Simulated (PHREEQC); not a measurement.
Solution (50 °C): 0.64 mol/kgw NaCl, 0.57 mol/kgw KCl and 0.62 mol/kgw MgCl2. It is in equilibrium with CO2 at log p = -3.4 (atm). Otherwise closed; pH follows from the charge balance.

Model: Pitzer model, pitzer.dat, run in PHREEQC.

```json
[
 {"quantity": "pH", "before": "5.37", "after": "5.24"},
 {"quantity": "CO2 (mol/kgw)", "before": "5.36e-6", "after": "4.81e-6"},
 {"quantity": "HCO3- (mol/kgw)", "before": "2.20e-6", "after": "1.78e-6"},
 {"quantity": "MgCO3 (mol/kgw)", "before": "4.07e-9", "after": "4.78e-9"},
 {"quantity": "CO3-2 (mol/kgw)", "before": "1.99e-9", "after": "2.38e-9"},
 {"quantity": "SI of Sylvite (KCl)", "before": "-1.39", "after": "-1.25"},
 {"quantity": "SI of Magnesite (MgCO3)", "before": "-3.56", "after": "-3.49"}
]
```

Problem. What was changed between the two runs?
A) diluted 10-fold with water
B) NaCl left out
C) temperature from 50 to 10 °C
D) MgCl2 from 0.62 to 3.1 mol/kgw
E) MgCl2 from 0.62 to 0.93 mol/kgw

Solution. E, MgCl2 from 0.62 to 0.93 mol/kgw

Precipitation was switched off in this run. In brines, pH and single-ion activities rest on the MacInnes convention. Constants without temperature data keep their 25 °C values here.
